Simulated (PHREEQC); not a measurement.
Consider water at 25 °C with 0.21 mol/kgw HF, 0.00046 mol/kgw NH4HF2, 4e-05 mol/kgw H2SiF6 and 0.0017 mol/kgw H2SO4. Closed to the air; pH follows from the charge balance.

The numbers come from PHREEQC with the ion-association model, phreeqc.dat.

**Question.** The ionic strength comes out as 0.0192 mol/kgw. What activity coefficients do NH4+, HSO4-, SO4-2, H+, NH4SO4- get?

**Answer.** NH4+ 0.86, HSO4- 0.87, SO4-2 0.59, H+ 0.89, NH4SO4- 0.87.

Precipitation was switched off in this run. SiF6-2 is the database's only silicon fluoride.
